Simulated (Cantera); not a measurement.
Input: 1 mol C6H6, 0.35 mol CO2, 14 mol N2, 0.019 mol NH3, equilibrated at 4300000 Pa.

Cantera equilibrium calculation (NASA polynomials, part measured and part estimated; ideal gas, pure solids and liquids). Candidate condensed phases: C, C6H6, C7H8, C8H18, H2O; 136 gas species. The ideal-gas law is rough above about 30 bar. Equilibrium is a limit: real reactors are often held back by kinetics, nucleation or transport. All values below are at 2248 K.

Base state: N2 0.783, H2 0.163, CO 0.0395, HCN 0.0125, HNC 0.00106, C2H2 (acetylene) 0.000538, H 0.000452, CH4 0.000270 (mole fractions); condensed: C(graphite).

Problem. What changes in the equilibrium state with this change: pressure from 4300000 Pa to 76.0 Pa?

Solution. 
```
species             before    after
----------------  --------  -------
N2                   0.783    0.749
H2                   0.163    0.112
H                 0.000452   0.0894
HCN                 0.0125   0.0102
CO                  0.0395   0.0377
CH4               0.000270  2.28e-9
NH3                3.47e-5    <1e-9
H2O                1.35e-5    <1e-9
CH3                1.42e-5  3.45e-8
C(graphite), mol      5.38     5.42
```
